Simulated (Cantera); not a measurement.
Charge: 1 mol B2O3, 2.2 mol HF, 3.5 mol O2, held at 35000 Pa.

Method: chemical equilibrium by Gibbs-energy minimisation in Cantera with the NASA 1993 tables (ideal gas, pure condensed phases). Candidate condensed phases: B, B2O3, B3O3H3, H2O; 43 gas species. Gases not in the tables: H3BO3. Equilibrium is a limit: real reactors are often held back by kinetics, nucleation or transport.

Question: At 1275 K, list the 5 most abundant gas species with their mole fractions, and the condensed phases.

Answer: O2 0.638, HF 0.145, H2O 0.127, BF3 0.0736, B3O3F3 0.0101. Condensed: B2O3(l).
